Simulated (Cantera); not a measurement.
# Moist CO burnout

An isothermal, constant-pressure homogeneous reactor starts with 1.28 % CO, 0.511 % O₂, 0.0177 % H₂O, 98.2 % N₂, equivalence ratio 1.2, at 1473 K and 0.860 bar.

Cantera simulation using GRI-Mech 3.0 (53 species, 325 reactions); the numbers are that mechanism's predictions, not measurements.

| t (s) | x CO | x O₂ | x H₂O | x H | x N₂O | x H₂O₂ |
|---|---|---|---|---|---|---|
| 0.000300 | 0.0128 | 0.00511 | 0.000177 | 4.85e-10 | 4.09e-12 | <1e-12 |
| 0.00103 | 0.0128 | 0.00511 | 0.000177 | 6.75e-9 | 5.36e-11 | <1e-12 |
| 0.00354 | 0.0128 | 0.00510 | 0.000176 | 4.31e-7 | 3.38e-9 | 2.04e-12 |
| 0.0122 | 0.00873 | 0.00245 | 2.52e-5 | 0.000268 | 7.90e-7 | 6.46e-10 |
| 0.0418 | 0.00429 | 0.000761 | 7.56e-5 | 0.000154 | 3.26e-7 | 7.84e-10 |
| 0.144 | 0.00285 | 0.000135 | 0.000134 | 4.58e-5 | 1.28e-7 | 1.94e-10 |
| 0.493 | 0.00258 | 7.88e-6 | 0.000155 | 1.01e-5 | 2.73e-8 | 1.22e-11 |
| 1.69 | 0.00256 | 1.51e-7 | 0.000161 | 1.28e-6 | 3.90e-9 | <1e-12 |
| 5.82 | 0.00256 | 7.47e-9 | 0.000161 | 2.96e-7 | 9.53e-10 | <1e-12 |
| 20.0 | 0.00256 | 2.69e-9 | 0.000161 | 1.97e-7 | 5.72e-10 | <1e-12 |
x: mole fraction; the columns are a selection and need not sum to one.

Equilibrium at this temperature and pressure: CO 0.00255, O₂ 2.01e-10, H₂O 0.000161, H 5.53e-8, N₂O 2.39e-12, H₂O₂ <1e-12 (gas phase only).
